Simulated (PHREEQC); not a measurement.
Make-up at 25 °C: 180 mmol/kgw CdCl2, 30 mmol/kgw KCl and 8.2 mmol/kgw FeSO4. Closed to the air; pH follows from the charge balance.

The numbers come from PHREEQC with the ion-association model, phreeqc.dat.

```
quantity                  before    after
------------------------  ------  -------
pH                          5.32     5.60
ionic strength (mol/kgw)   0.232   0.0658
Cl- (mol/kgw)              0.183   0.0503
CdCl2 (mol/kgw)           0.0413  0.00286
Cd+2 (mol/kgw)            0.0219   0.0108
```

Question: Name the change that produced these shifts.
A. diluted 5-fold with water
B. KCl from 0.03 to 0.3 mol/kgw
C. KCl left out
D. FeSO4 replaced by Li2SO4 at the same molality
E. CdCl2 from 0.18 to 0.09 mol/kgw

Answer: A, diluted 5-fold with water

This is a speciation only: nothing precipitates in the calculation.
